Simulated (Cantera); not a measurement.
Charge: 1 mol MgO, 43 mol HBr, 23 mol H2, held at 1300 °C and 1.00 Torr.

Cantera equilibrium calculation (NASA polynomials, part measured and part estimated; ideal gas, pure solids and liquids). Candidate condensed phases: Br2, H2O, Mg, MgBr2, MgO, Mg(OH)2; 20 gas species. The numbers say what is thermodynamically allowed, not how fast it happens.

Base state: HBr 0.524, H2 0.372, Br 0.0739, H2O 0.0146, MgBr2 0.0145, H 0.000679, MgBr 4.47e-5, Br2 3.88e-5 (mole fractions); condensed: gas only.

What changes in the equilibrium state with this change: HBr from 43 to 6.6 mol?


```
species       before     after
-----------  -------  --------
H2             0.372     0.777
HBr            0.524     0.141
H2O           0.0146    0.0335
Br            0.0739    0.0138
MgBr2         0.0145    0.0329
Mg           1.62e-6  0.000106
Br2          3.88e-5   1.35e-6
MgBr         4.47e-5  0.000541
MgO(s), mol        0  0.000579
```
